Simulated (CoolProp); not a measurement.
Hydrogen chloride at several states: fugacity coefficient from the reference equation and from simpler models built on Tc = 51.5 °C, pc = 8314 kPa, ω = 0.130; each cubic takes its own stable root.

The numbers come from the reference Helmholtz-energy equation of state, Thol 2018 in CoolProp.

| T (°C) | p (kPa) | phase | reference |
|---|---|---|---|
| 81.25 | 562 | gas | 0.9808 |
| 322.95 | 47700 | supercritical | 0.8467 |
| 332.75 | 8570 | supercritical | 0.9575 |
| -16.95 | 10500 | liquid | 0.1515 |
| 143.05 | 3220 | gas | 0.9350 |

**Question.** How far does each simpler model (van der Waals, Peng-Robinson) lie from the reference over these 5 states: mean and median of the absolute difference, and the worst?

**Answer.** 
- van der Waals: mean 19.2 %, median 1.1 %, worst +88.7 % at -16.95 °C and 10500 kPa
- Peng-Robinson: mean 1.4 %, median 0.5 %, worst +3.6 % at 322.95 °C and 47700 kPa
